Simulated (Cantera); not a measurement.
An adiabatic, constant-pressure homogeneous reactor starts with CH4 : C2H6 : O2 : N2 : H2O = 1 : 0.24 : 1.35 : 5.08 : 1.3 (molar parts), at 1723 K and 4.93 atm.

Detailed kinetics in Cantera: GRI-Mech 3.0 (53 species, 325 reactions).

Predict: time of steepest temperature rise; temperature at 1.00 s; equilibrium temperature; x(O2) at 1.00 s.


```
Property                                                             Value
---------------------------------  ---------------------------------------
time of steepest temperature rise                                  20.6 µs
temperature at 1.00 s                                               2552 K
equilibrium temperature                                             2552 K
x(O2) at 1.00 s                    1.97e-5 (gas-phase equilibrium 1.97e-5)
```
